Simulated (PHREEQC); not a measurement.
Consider water at 13 °C with 96 mmol/kgw KOH, 0.008 mmol/kgw H4SiO4 and 0.27 mmol/kgw CO2. Closed to the air; pH follows from the charge balance.

Computed with PHREEQC (ion-association model, wateq4f.dat).

This is a speciation only: nothing precipitates in the calculation.

Q: Estimate the pH.

A: pH 13.29.

Q: In which forms is Si present?

A: H2SiO4-2 53 %, H3SiO4- 47 % of the Si.

At this temperature some constants are extrapolated from 25 °C, and those without enthalpy data are left unchanged.
